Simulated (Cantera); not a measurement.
A perfectly stirred reactor is fed with CH₄ : CO₂ = 1 : 3.9 (molar parts), at 1.00 bar; it is held at 1525 K, and followed from long to short residence time.

Computed with Cantera and GRI-Mech 3.0 (53 species, 325 reactions).

**Question.** What does this change do: temperature 1525 to 1275 K?

**Answer.** 
| quantity | before | after |
|---|---|---|
| x(CH₄) at τ = 0.380 s | 0.0957 | 0.204 |
| x(CO₂) at τ = 0.380 s | 0.615 | 0.796 |
| x(H₂O₂) at τ = 0.380 s | <1e-12 | <1e-12 |
| x(CO) at τ = 0.380 s | 0.113 | 1.25e-5 |
| x(CH₃) at τ = 0.380 s | 0.000126 | 5.19e-6 |
| x(CH₄) at τ = 30.0 ms | 0.184 | 0.204 |
| x(CO₂) at τ = 30.0 ms | 0.779 | 0.796 |
| x(H₂O₂) at τ = 30.0 ms | <1e-12 | <1e-12 |
| x(CO) at τ = 30.0 ms | 0.00627 | 3.52e-7 |
| x(CH₃) at τ = 30.0 ms | 0.000206 | 3.05e-6 |
